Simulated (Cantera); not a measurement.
Cantera run:

```python
import numpy as np
import cantera as ct

gas_names = """
    B BH BH2 BH3 BN B2 H H2 N NH NH2 NH3 N2 N2H2 N2H4
""".split()
cond_names = """
    B(b) B(L) BN(s)
""".split()


# ... load() reads the species with a 1 bar reference pressure and builds the phases ...
atoms = {
    'BN': {'B': 1, 'N': 1},
    'H2': {'H': 2},
}
top_T = {'BN(s)': 3200}  # K; cautious upper limits of use, not melting points


# ... equilibrate(T, P, feed) seeds the gas with the atoms and calls Mixture.equilibrate('TP', solver="vcs", rtol=1e-11, max_steps=5000) ...
results = []
feed = {'BN': 1, 'H2': 5.8}  # mol
P = 1333.22  # Pa
for T in [900, 1000, 1100, 1200, 1300, 1400, 1500, 1600, 1700, 1800]:
    mix = equilibrate(T, P, feed)
    results.append((T, P, feed, dict(zip(mix.species_names, mix.species_moles))))

top = {s: max(r[3][s] / sum(r[3][g] for g in gas_names) for r in results) for s in gas_names}
cols = sorted((s for s in top if top[s] > 1e-05), key=lambda s: -top[s])[:8]
seen = [c for c in cond_names if any(r[3].get(c, 0) > 1e-12 for r in results)]
print("log10 of partial pressures in bar; condensed amounts in mol")
print(f"{'T/K':>10s}" + "".join(f"{s[:9]:>10s}" for s in cols + seen))
for T, P, feed, n in results:
    ng = sum(n[g] for g in gas_names)
    print(f"{T:10.4g}" + "".join(f"{np.log10(max(n[s] / ng * P / 1e5, 1e-99)):10.3f}" for s in cols)
          + "".join(f"{n.get(c, 0):10.4g}" for c in seen))
```

Output:

```
log10 of partial pressures in bar; condensed amounts in mol
       T/K        H2         H        N2       BH2      B(b)     BN(s)
       900    -1.875   -10.870   -14.412   -14.162         0         1
      1000    -1.875    -9.582   -12.383   -12.578         0         1
      1100    -1.875    -8.525   -11.063   -11.116         0         1
      1200    -1.875    -7.642    -9.996    -9.884         0         1
      1300    -1.875    -6.894    -9.063    -8.860         0         1
      1400    -1.875    -6.251    -8.242    -7.994         0         1
      1500    -1.875    -5.692    -7.522    -7.251         0         1
      1600    -1.875    -5.202    -6.887    -6.605         0    0.9999
      1700    -1.876    -4.770    -6.221    -6.090 0.0001598    0.9995
      1800    -1.877    -4.384    -5.371    -5.762  0.002939    0.9963
```

Equilibrium computed with Cantera from the NASA thermochemical tables; the gas is ideal and each condensed phase is pure. Mutual solubility and eutectic melting of coexisting phases are not modelled. The tables' values for BH2 are old estimates; treat these amounts as uncertain.
